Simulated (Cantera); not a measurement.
Predominance diagram of Ca at 975 K against the partial pressures of O2 and F2 (log10, bar). Cantera with NASA thermochemical tables; ideal gases at 1 bar, condensed phases pure. Candidates: Ca(s), CaF2(s), CaO(s). Only these pure phases compete in this equilibrium. Not in the tables: oxide halides.

**Question.** Which phase is stable at these pairs, and which metal-bearing vapour leads over it? (-7.9, -25); (-27, -10); (-16.8, -25); (-9.2, -35); (-18.1, -40); (-11.7, -30); (-23.2, -40)

**Answer.** 
```tsv
log p(O2)	log p(F2)	phase	chief vapour	log p (bar)
-7.9	-25	CaF2(s)	CaF2	-13.5
-27	-10	CaF2(s)	CaF2	-13.5
-16.8	-25	CaF2(s)	CaF2	-13.5
-9.2	-35	CaO(s)	CaF2	-15.6
-18.1	-40	CaO(s)	CaF2	-16.2
-11.7	-30	CaF2(s)	CaF2	-13.5
-23.2	-40	CaO(s)	CaF2	-13.6
```
